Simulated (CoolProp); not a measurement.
Model: reference Helmholtz-energy equation of state, Wu 2012, in CoolProp.

Problem. For fluoroethane (R161), give the phase and the Joule-Thomson coefficient (K/MPa), fugacity coefficient at 191.2 K and 5 MPa; 423.8 K and 5 MPa.

Solution. 
- 191.2 K and 5 MPa: liquid; Joule-Thomson coefficient -0.427, fugacity coefficient 0.00178
- 423.8 K and 5 MPa: gas; Joule-Thomson coefficient 8.01, fugacity coefficient 0.779
